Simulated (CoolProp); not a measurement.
Properties of toluene along the isotherm 471.9 K (Tc = 591.7 K, pc = 4.126 MPa, ω = 0.266).

Model: reference Helmholtz-energy equation of state, Lemmon 2006, in CoolProp. It is a short technical equation, of lower accuracy than the large ones.

```tsv
p (MPa)	phase	Z	conductivity (mW/(m K))	fugacity coefficient
5.16	liquid	___	91.1	0.1427
10.3	liquid	___	94.3	0.08499
15.5	liquid	0.5088	___	0.06707
20.6	liquid	___	99.9	___
25.8	liquid	0.8258	102	0.05626
30.9	liquid	0.9787	105	0.05526
36.1	liquid	1.132	107	0.05572
41.3	liquid	1.284	109	0.05729
```

Task: What belongs in the gaps?

Result: 
- 5.16, Z: 0.1753
- 10.3, Z: 0.3435
- 15.5, conductivity (mW/(m K)): 97.2
- 20.6, Z: 0.6673
- 20.6, fugacity coefficient: 0.05960

Thermal conductivity comes from a separate model (Assael 2012).
